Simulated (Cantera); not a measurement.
A diamond (100) surface in a fixed gas of H2 with x(CH4) = 0.026, x(H) = 0.0028, x(CH3) = 0.00017, at 1350 K; coverages are run to steady state.

Cantera simulation using the Harris–Goodwin 1993 mechanism for the reconstructed diamond (100) surface; the numbers are that mechanism's predictions, not measurements.

θ: site fractions in the mechanism's names (c6HH fully hydrogenated, c6H* and c6*H radical sites, c6** diradical, c6HM methylated).

```tsv
P (Pa)	growth (µm/h)	θ c6HH	θ c6H*	θ c6*H	θ c6**	θ c6HM
900	0.131	0.373	0.0535	0.528	0.0447	___
1300	0.224	0.373	0.0535	0.528	0.0447	___
1800	0.352	0.373	0.0535	0.528	0.0446	___
2700	0.602	0.373	0.0535	0.528	0.0446	___
3800	0.933	0.373	0.0535	0.528	0.0445	___
5500	1.49	0.373	0.0535	0.528	0.0445	___
7800	2.30	0.373	0.0535	0.528	0.0445	___
11000	3.56	0.373	0.0535	0.527	0.0445	___
```

Task: Complete the blanks.

Result: 
- 900, θ c6HM: 2.29e-5
- 1300, θ c6HM: 3.43e-5
- 1800, θ c6HM: 4.90e-5
- 2700, θ c6HM: 7.58e-5
- 3800, θ c6HM: 0.000109
- 5500, θ c6HM: 0.000159
- 7800, θ c6HM: 0.000227
- 11000, θ c6HM: 0.000320
